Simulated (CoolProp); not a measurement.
c-C4F8 (RC318) along the isobar 72.1 bar: fugacity coefficient from the reference equation and from simpler models built on Tc = 115.2 °C, pc = 27.78 bar, ω = 0.355; each cubic takes its own stable root.

Model: reference Helmholtz-energy equation of state, Platzer 1990, in CoolProp. This equation is an older, rougher fit; its heat capacities, sound speeds and derivatives of the liquid may be far off and weren't checked against measurements.

```tsv
T (°C)	phase	reference	van der Waals	Soave-Redlich-Kwong	Peng-Robinson
-2.35	liquid	0.02294	0.1166	0.02343	0.02230
18.45	liquid	0.04674	0.1560	0.04781	0.04515
39.35	liquid	0.08392	0.2004	0.08618	0.08099
60.15	liquid	0.1355	0.2483	0.1397	0.1310
80.95	liquid	0.2012	0.2989	0.2083	0.1951
101.85	liquid	0.2790	0.3513	0.2895	0.2713
122.65	supercritical	0.3641	0.4040	0.3780	0.3544
143.55	supercritical	0.4517	0.4563	0.4681	0.4393
164.35	supercritical	0.5345	0.5068	0.5524	0.5188
185.15	supercritical	0.6074	0.5548	0.6267	0.5894
206.05	supercritical	0.6694	0.5996	0.6905	0.6505
226.85	supercritical	0.7213	0.6402	0.7445	0.7028
```
